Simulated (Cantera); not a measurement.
Input (Python, Cantera) and output of one run.

```python
import numpy as np
import cantera as ct

gas_names = """
    S2 Na
""".split()
cond_names = """
    Na2S(1) Na2S(2) Na2S(L)
""".split()


def load(file, names, dense=False):
    # The tables refer to 1 bar. Condensed volumes are neglected.
    table = {s.name: s for s in ct.Species.list_from_file(file)}
    out = []
    for n in names:
        d = dict(table[n].input_data)
        d["thermo"] = dict(d["thermo"], **{"reference-pressure": 1e5})
        if dense:
            d["equation-of-state"] = {"model": "constant-volume", "density": "1e6 g/cm^3"}
        out.append(ct.Species.from_dict(d))
    return out


species = {s.name: s for s in load("nasa_gas.yaml", gas_names) + load("nasa_condensed.yaml", cond_names)}
# Each term lists the table entries of one substance; the one whose range holds T is used.
reactions = {
    '2 Na2S = S2(g) + 4 Na(g)':
        [(-2, ['Na2S(1)', 'Na2S(2)', 'Na2S(L)']), (1, ['S2']), (4, ['Na'])],
}


def pick(names, T):
    return next(species[n] for n in names if species[n].thermo.min_temp <= T <= species[n].thermo.max_temp)


results = []
for label, terms in reactions.items():
    print(label)
    print("     T/K   dH/kJ  dS/(J/K)   dG/kJ   log10 K")
    for T in [300, 998, 1198, 1398, 1598, 1798, 1998, 2198, 2398, 2598, 2798]:
        used = [(nu, pick(names, T)) for nu, names in terms]
        dH = sum(nu * s.thermo.h(T) for nu, s in used) / 1e6
        dS = sum(nu * s.thermo.s(T) for nu, s in used) / 1e3
        dG = dH - T * dS / 1e3
        logK = -dG * 1e6 / (ct.gas_constant * T * np.log(10))
        results.append((label, T, dH, dS, dG, logK, [s.name for _, s in used]))
        print(f"{T:8g} {dH:8.1f} {dS:8.1f} {dG:8.1f} {logK:8.2f}")
```

Output:

```
2 Na2S = S2(g) + 4 Na(g)
     T/K   dH/kJ  dS/(J/K)   dG/kJ   log10 K
     300   1289.7    650.4   1094.6  -190.58
     998   1249.9    583.6    667.4   -34.93
    1198   1228.0    564.0    552.3   -24.08
    1398   1186.6    531.8    443.2   -16.56
    1598   1130.9    493.6    342.1   -11.18
    1798   1118.6    486.4    244.1    -7.09
    1998   1106.4    479.9    147.5    -3.86
    2198   1094.3    474.1     52.1    -1.24
    2398   1082.2    468.9    -42.2     0.92
    2598   1070.3    464.1   -135.5     2.72
    2798   1058.6    459.8   -227.9     4.25
```

Standard-state values (1 bar) from the NASA 1993 polynomials, evaluated with Cantera. Condensed species are held in their standard states even where they would react or evaporate.
